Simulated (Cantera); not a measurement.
Feed: 1 mol TEOS, 41 mol N2O, equilibrated at 22000 Pa.

Method: chemical equilibrium by Gibbs-energy minimisation in Cantera with the NASA 1993 tables (ideal gas, pure condensed phases). Candidate condensed phases: C, C6H6, C7H8, C8H18, H2O, Si, SiC, SiO2, Si2N2O, Si3N4; 151 gas species. The feed counts by its element totals alone. The numbers say what is thermodynamically allowed, not how fast it happens.

**Question.** At 598 K, list the 4 most abundant gas species with their mole fractions, and the condensed phases.

**Answer.** N2 0.607, H2O 0.148, O2 0.126, CO2 0.119. Condensed: SiO2(α-quartz).
